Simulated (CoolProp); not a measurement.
Propylene along the isobar 4.21 MPa: density (kg/m³) from the reference equation and from simpler models built on Tc = 364.2 K, pc = 4.555 MPa, ω = 0.146; each cubic takes its own stable root.

Computed with CoolProp (reference Helmholtz-energy equation of state, Lemmon 2013).

```csv
T (K),phase,reference
283,liquid,539.4
289.9,liquid,529.0
296.8,liquid,518.1
303.7,liquid,506.7
310.6,liquid,494.6
317.5,liquid,481.6
324.4,liquid,467.6
331.3,liquid,452.1
338.3,liquid,434.3
345.2,liquid,413.4
352.1,liquid,386.2
365.9,gas,108.4
372.8,gas,95.68
379.7,gas,87.70
386.6,gas,81.84
```

### Question
How far does each simpler model (van der Waals, Redlich-Kwong, Peng-Robinson) lie from the reference over these 15 states: mean and median of the absolute difference, and the worst?

### Answer
- van der Waals: mean 27.2 %, median 35.4 %, worst -36.8 % at 352.1 K and 4.21 MPa
- Redlich-Kwong: mean 9.5 %, median 10.5 %, worst -18.8 % at 352.1 K and 4.21 MPa
- Peng-Robinson: mean 3.3 %, median 3.3 %, worst -7.0 % at 352.1 K and 4.21 MPa
